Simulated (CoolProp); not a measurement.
Model: reference Helmholtz-energy equation of state, Wagner 2002, in CoolProp.

Problem. Give the vapour pressure (kPa), vapour density (kg/m³), enthalpy of vaporisation (kJ/kg), liquid viscosity (µPa s) of saturated water at 398.6, 490.4, 551.6 K.

Solution. 
| T (K) | p (kPa) | vapour density (kg/m³) | enthalpy of vaporisation (kJ/kg) | liquid viscosity (µPa s) |
|---|---|---|---|---|
| 398.6 | 235 | 1.32 | 2190 | 221 |
| 490.4 | 2200 | 11.0 | 1870 | 123 |
| 551.6 | 6270 | 32.3 | 1550 | 94.2 |

Viscosity comes from a separate model (Huber 2009).
